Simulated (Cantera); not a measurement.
Input (Python, Cantera) and output of one run.

```python
import numpy as np
import cantera as ct

gas_names = """
    H HNO HNO2 HNO3 HO2 H2 H2O H2O2 N NH NH2 NH3 NH2OH NO NO2 NO3 N2 N2H2 N2H4 N2O O OH O2 O3 Si SiH
    SiH2 SiH3 SiH4 SiN SiO SiO2 Si2 Si2N Si3
""".split()
cond_names = """
    H2O(s) H2O(L) Si(cr) Si(L) SiO2(Lqz) SiO2(hqz) SiO2(L) Si2N2O(s) Si3N4(a)
""".split()


def load(file, names, dense=False):
    # The tables refer to 1 bar. Condensed volumes are neglected.
    table = {s.name: s for s in ct.Species.list_from_file(file)}
    out = []
    for n in names:
        d = dict(table[n].input_data)
        d["thermo"] = dict(d["thermo"], **{"reference-pressure": 1e5})
        if dense:
            d["equation-of-state"] = {"model": "constant-volume", "density": "1e6 g/cm^3"}
        out.append(ct.Species.from_dict(d))
    return out


gas = ct.Solution(thermo="ideal-gas", species=load("nasa_gas.yaml", gas_names))
cond = {s.name: ct.Solution(thermo="fixed-stoichiometry", species=[s], name=s.name)
        for s in load("nasa_condensed.yaml", cond_names, dense=True)}
atoms = {
    'Si3N4': {'Si': 3, 'N': 4},
    'O2': {'O': 2},
    'H2': {'H': 2},
}
top_T = {'Si2N2O(s)': 2100, 'Si3N4(a)': 2400}  # K; cautious upper limits of use, not melting points


def equilibrate(T, P, feed):
    n = {}
    for name, mol in feed.items():
        for a, k in atoms[name].items():
            n[a] = n.get(a, 0.0) + k * mol
    gas.TPX = T, P, n
    mass = sum(n.values()) * gas.mean_molecular_weight
    gas.equilibrate("TP")
    valid = [c for c in cond.values() if c.min_temp <= T <= top_T.get(c.name, c.max_temp)]
    mix = ct.Mixture([(gas, mass / gas.mean_molecular_weight)] + [(c, 0.0) for c in valid])
    mix.T, mix.P = T, P
    mix.equilibrate("TP", solver="vcs", rtol=1e-11, max_steps=5000)
    return mix


results = []
feed = {'Si3N4': 1, 'O2': 0.12, 'H2': 77}  # mol
P = 28000  # Pa
for T in [1575, 1625, 1675, 1725, 1775, 1825, 1875, 1925, 1975, 2025]:
    mix = equilibrate(T, P, feed)
    results.append((T, P, feed, dict(zip(mix.species_names, mix.species_moles))))

top = {s: max(r[3][s] / sum(r[3][g] for g in gas_names) for r in results) for s in gas_names}
cols = sorted((s for s in top if top[s] > 1e-06), key=lambda s: -top[s])[:6]
seen = [c for c in cond_names if any(r[3].get(c, 0) > 1e-12 for r in results)]
print("log10 of partial pressures in bar; condensed amounts in mol")
print(f"{'T/K':>10s}" + "".join(f"{s[:9]:>10s}" for s in cols + seen))
for T, P, feed, n in results:
    ng = sum(n[g] for g in gas_names)
    print(f"{T:10.4g}" + "".join(f"{np.log10(max(n[s] / ng * P / 1e5, 1e-99)):10.3f}" for s in cols)
          + "".join(f"{n.get(c, 0):10.4g}" for c in seen))
```

Result:

```
log10 of partial pressures in bar; condensed amounts in mol
       T/K        H2        N2         H       SiO        Si      SiH2    Si(cr)     Si(L) Si2N2O(s)  Si3N4(a)
      1575    -0.553    -3.534    -4.658    -5.370    -7.361    -6.099         0         0    0.2388    0.8403
      1625    -0.554    -3.340    -4.428    -4.847    -6.788    -5.733   0.06634         0    0.2361     0.819
      1675    -0.555    -2.988    -4.212    -4.413    -6.363    -5.504    0.2989         0    0.2293    0.7435
      1725    -0.557    -2.611    -4.010    -4.021    -5.993    -5.320         0    0.8857    0.2135     0.553
      1775    -0.563    -2.235    -3.820    -3.658    -5.659    -5.164         0     2.301    0.1782   0.09259
      1825    -0.566    -2.151    -3.639    -3.072    -5.342    -5.014         0     2.755         0         0
      1875    -0.566    -2.151    -3.466    -3.072    -5.043    -4.870         0     2.752         0         0
      1925    -0.566    -2.151    -3.303    -3.072    -4.759    -4.733         0     2.747         0         0
      1975    -0.567    -2.151    -3.147    -3.072    -4.490    -4.603         0     2.739         0         0
      2025    -0.567    -2.152    -2.999    -3.073    -4.235    -4.480         0     2.727         0         0
```

Cantera equilibrium calculation (NASA polynomials, part measured and part estimated; ideal gas, pure solids and liquids). Mutual solubility and eutectic melting of coexisting phases are not modelled. Gases not in the tables: Si2H6 and higher silanes.
